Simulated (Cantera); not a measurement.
## Si₂Cl₆ + Cl₂ + N₂ + HCl (silicon epitaxy and polysilicon growth)

Feed: 1 mol Si₂Cl₆, 0.011 mol Cl₂, 220 mol N₂, 0.11 mol HCl, equilibrated at 1 atm.

Method: chemical equilibrium by Gibbs-energy minimisation in Cantera with the NASA 1993 tables (ideal gas, pure condensed phases). Candidate condensed phases: NH₄Cl, Si, Si₃N₄; 28 gas species. The feed counts by its element totals alone. N₂ is the only nitrogen source here; it is nearly inert below about 1500 K, so the nitride shown seldom forms there in practice. The tables' values for SiCl₃ are old estimates; treat these amounts as uncertain. Equilibrium is a limit: real reactors are often held back by kinetics, nucleation or transport.

```csv
T (°C),x N₂,x SiCl₄,x SiCl₂,x SiCl₃,x HCl,x Cl,n Si₃N₄(s)
975,0.993,0.00671,1.33e-5,0.000111,0.000494,1.86e-7,0.162
1000,0.993,0.00668,2.25e-5,0.000151,0.000494,2.86e-7,0.161
1025,0.993,0.00663,3.72e-5,0.000203,0.000494,4.32e-7,0.160
1050,0.993,0.00657,6.02e-5,0.000269,0.000494,6.43e-7,0.158
1075,0.993,0.00649,9.56e-5,0.000351,0.000494,9.41e-7,0.155
1100,0.993,0.00639,0.000149,0.000453,0.000494,1.36e-6,0.151
1125,0.992,0.00625,0.000227,0.000577,0.000494,1.93e-6,0.146
1150,0.992,0.00609,0.000341,0.000724,0.000494,2.71e-6,0.139
1175,0.992,0.00587,0.000502,0.000895,0.000494,3.75e-6,0.130
1200,0.992,0.00562,0.000724,0.00109,0.000494,5.13e-6,0.118
1225,0.992,0.00530,0.00102,0.00130,0.000493,6.90e-6,0.103
1250,0.992,0.00493,0.00142,0.00153,0.000493,9.16e-6,0.0842
1275,0.991,0.00450,0.00193,0.00176,0.000493,1.20e-5,0.0612
1300,0.991,0.00402,0.00256,0.00198,0.000492,1.55e-5,0.0338
```
x: gas mole fraction; n: condensed amount in mol.

From 975 °C to 1300 °C the condensed part is Si₃N₄(s). The main Si-bearing gas is SiCl₄ throughout. The share of Si in condensed phases is highest at 975 °C (24.3 %) and lowest at 1300 °C (5.1 %).
